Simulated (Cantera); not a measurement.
A closed system holds: 1 mol Si3N4, 3.3 mol N2, at 2100 K.

These are equilibrium values from Cantera (NASA tables, ideal gas, pure condensed phases), not measurements of a reactor. Candidate condensed phases: Si, Si3N4; 7 gas species. The numbers say what is thermodynamically allowed, not how fast it happens.

What share of the Si ends up in condensed phases as a function of P (Pa), at 1, 10, 100, 1000, 10000, 100000, 1000000?


```csv
P (Pa),Si condensed (%),as
1,0.0,-
10,0.0,-
100,71.2,Si(l)
1000,97.4,Si(l)
10000,99.7,Si(l)
100000,100.0,Si3N4(s)
1000000,100.0,Si3N4(s)
```
